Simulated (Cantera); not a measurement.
Silicon etching in halogen gases: Si + HBr

Feed: 1 mol Si, 10 mol HBr, held at 1052 °C.

Method: chemical equilibrium by Gibbs-energy minimisation in Cantera with the NASA 1993 tables (ideal gas, pure condensed phases). Candidate condensed phases: Br2, Si; 19 gas species. The tables' values for SiBr3, SiBr are old estimates; treat these amounts as uncertain. Rates play no part.

```tsv
P (Pa)	x HBr	x H2	x Br	x SiBr4	x SiBr2	x SiBr3	x SiHBr3	x H
1	0.582	0.170	0.155	0.000181	0.0914	0.000666	1.66e-6	0.000213
6.80	0.687	0.139	0.0778	0.00212	0.0920	0.00229	1.34e-5	7.38e-5
46	0.733	0.134	0.0325	0.0146	0.0798	0.00560	8.38e-5	2.79e-5
320	0.721	0.163	0.0110	0.0486	0.0479	0.00791	0.000344	1.17e-5
2200	0.689	0.199	0.00362	0.0854	0.0164	0.00614	0.000774	4.92e-6
15000	0.672	0.216	0.00130	0.103	0.00331	0.00303	0.00104	1.96e-6
100000	0.669	0.220	0.000496	0.108	0.000535	0.00125	0.00111	7.67e-7
```
x: gas mole fraction; nothing condenses.

From 1.00 Pa to 1.00 bar nothing is condensed. The main Si-bearing gas is SiBr2 at 1.00 Pa and SiBr4 at 1.00 bar.
